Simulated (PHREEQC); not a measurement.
1 kg of water holding 0.011 mol CaCl2, 0.26 mol NaCl and 0.012 mol KCl is evaporated at 75 °C; the solids stay in contact with the brine. CO2 from the air is kept out. Only these solids could form: Halite, Portlandite, Sylvite.

Equilibrium calculation in PHREEQC: Pitzer model, pitzer.dat.

```csv
water left (kg),ionic strength,water activity,Halite (mol),Ca in solution (mol/kgw),K in solution (mol/kgw),Cl in solution (mol/kgw)
1,0.305,0.991,0,0.0110,0.0120,0.294
0.5552,?,0.983,0,0.0198,0.0216,?
0.2533,1.20,0.962,0,0.0434,0.0474,1.16
0.1407,2.17,0.929,0,0.0782,0.0853,2.09
0.06418,4.75,0.829,0,0.171,0.187,?
0.03564,7.09,0.734,0.0522,0.309,0.337,6.79
0.01979,7.59,0.726,0.155,0.556,0.607,7.04
0.00903,9.04,0.703,0.223,1.22,1.33,?
0.005012,11.5,0.657,0.247,2.19,2.39,9.32
```

Q: What belongs in the gaps?

A: 
- 0.5552, ionic strength: 0.549
- 0.5552, Cl in solution (mol/kgw): 0.530
- 0.06418, Cl in solution (mol/kgw): 4.58
- 0.00903, Cl in solution (mol/kgw): 7.82

Away from 25 °C the constants follow the database's enthalpies or fits; those with neither stay at their 25 °C values.
